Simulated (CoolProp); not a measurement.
Toluene at 298.15 K and 2.04 MPa flows at 7.3 m/s in a round tube of 6 mm bore and 0.25 µm roughness, fully developed (64/Re and Nu = 3.66 if laminar; Colebrook and Gnielinski if turbulent). Each further row changes one setting.

Computed with CoolProp (reference Helmholtz-energy equation of state, Lemmon 2006). It is a short technical equation, of lower accuracy than the large ones.

```
case               Reynolds number  Darcy friction factor  pressure drop (Pa/m)  heat-transfer coefficient (W/(m² K))  mass flow (kg/h)
-----------------  ---------------  ---------------------  --------------------  ------------------------------------  ----------------
as stated                    67400                 0.0197                 75700                                  9510               ___
velocity 14.6 m/s           135000                    ___                264000                                 17400              1280
diameter 12 mm              135000                 0.0171                 32700                                   ___               ___
```

### Question
Fill in the missing entries.

### Answer

- as stated, mass flow (kg/h): 642
- velocity 14.6 m/s, Darcy friction factor: 0.0172
- diameter 12 mm, heat-transfer coefficient (W/(m² K)): 8660
- diameter 12 mm, mass flow (kg/h): 2570

Viscosity comes from a separate model (Avgeri 2015). Thermal conductivity comes from a separate model (Assael 2012).
